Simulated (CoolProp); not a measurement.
Vapour-liquid equilibrium of n-pentane (1) + acetone (2) at 63.95 °C; x and y are mole fractions of (1).

Values from CoolProp's multi-fluid Helmholtz-energy mixture model, Thol 2019 and Lemmon 2006; pair parameters Bell 2016.

Q: Give the bubble pressure and the first vapour's composition at x = 0.15, 0.85, 0.95. Is there an azeotrope?

A: x = 0.15: 0.2105 MPa, y = 0.436; x = 0.85: 0.2664 MPa, y = 0.798; x = 0.95: 0.2529 MPa, y = 0.909. y crosses x between x = 0.65 and 0.75: the model has an azeotrope there.

The pair parameters rest on a limited set of measurements; away from them the model extrapolates.
